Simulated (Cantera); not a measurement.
Source: NASA polynomial tables (part measured, part estimated), evaluated in Cantera. Values are per mole of reaction as written; species without (g) are pure solids or liquids, kept so even where they would boil at 1 bar.

H₂(g) + 2 O(g) + 2 K = 2 KOH(g)

```json
[
 {"T (K)": "300", "ΔH° (kJ)": "(withheld)", "ΔS° (J/K)": "(withheld)", "ΔG° (kJ)": "(withheld)", "log10 K": "(withheld)", "condensed phases": "K(s)"},
 {"T (K)": "773", "ΔH° (kJ)": "(withheld)", "ΔS° (J/K)": "(withheld)", "ΔG° (kJ)": "(withheld)", "log10 K": "(withheld)", "condensed phases": "K(l)"},
 {"T (K)": "873", "ΔH° (kJ)": "-984.5", "ΔS° (J/K)": "-155.1", "ΔG° (kJ)": "-849.2", "log10 K": "50.81", "condensed phases": "K(l)"},
 {"T (K)": "973", "ΔH° (kJ)": "-986.9", "ΔS° (J/K)": "-157.6", "ΔG° (kJ)": "-833.5", "log10 K": "44.75", "condensed phases": "K(l)"},
 {"T (K)": "1073", "ΔH° (kJ)": "-989.3", "ΔS° (J/K)": "-160.0", "ΔG° (kJ)": "-817.7", "log10 K": "39.80", "condensed phases": "K(l)"},
 {"T (K)": "1173", "ΔH° (kJ)": "(withheld)", "ΔS° (J/K)": "(withheld)", "ΔG° (kJ)": "(withheld)", "log10 K": "(withheld)", "condensed phases": "K(l)"},
 {"T (K)": "1273", "ΔH° (kJ)": "-994.7", "ΔS° (J/K)": "-164.5", "ΔG° (kJ)": "-785.2", "log10 K": "32.22", "condensed phases": "K(l)"}
]
```

Question: Fill in the missing entries.

Answer: 
- 300, ΔH° (kJ): -963.7
- 300, ΔS° (J/K): -109.6
- 300, ΔG° (kJ): -930.8
- 300, log10 K: 162.06
- 773, ΔH° (kJ): -982.2
- 773, ΔS° (J/K): -152.2
- 773, ΔG° (kJ): -864.5
- 773, log10 K: 58.42
- 1173, ΔH° (kJ): -991.9
- 1173, ΔS° (J/K): -162.3
- 1173, ΔG° (kJ): -801.5
- 1173, log10 K: 35.69
